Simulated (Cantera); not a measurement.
An isothermal, constant-pressure homogeneous reactor starts with H2 : O2 = 0.0065 : 1 (molar parts), equivalence ratio 0.0032, at 1375 K and 1.20 Torr. Integrator tolerance rtol = 1e-08.

Cantera simulation using the H2/O2 subset of GRI-Mech 3.0, which has no nitrogen chemistry; the numbers are that mechanism's predictions, not measurements. Radical loss at walls, strong at low pressure, is not modelled.

Problem. What does this change do: temperature 1375 to 1175 K?

Solution. 
| quantity | before | after |
|---|---|---|
| x(H2) at 5.00 s | 1.52e-5 (gas-phase equilibrium 4.99e-8) | 1.41e-5 (gas-phase equilibrium 1.22e-9) |
| x(O2) at 5.00 s | 0.988 (gas-phase equilibrium 0.993) | 0.989 (gas-phase equilibrium 0.994) |
| x(HO2) at 5.00 s | 3.40e-8 (gas-phase equilibrium 1.20e-8) | 7.30e-8 (gas-phase equilibrium 1.65e-9) |
| x(OH) at 5.00 s | 0.000780 (gas-phase equilibrium 4.49e-5) | 0.000426 (gas-phase equilibrium 3.98e-6) |
| x(H2O) at 5.00 s | 0.00600 (gas-phase equilibrium 0.00646) | 0.00617 (gas-phase equilibrium 0.00648) |
| x(H) at 5.00 s | 0.000110 (gas-phase equilibrium 1.93e-8) | 0.000139 (gas-phase equilibrium 1.08e-10) |
| x(O) at 5.00 s | 0.00520 (gas-phase equilibrium 1.60e-5) | 0.00440 (gas-phase equilibrium 3.66e-7) |
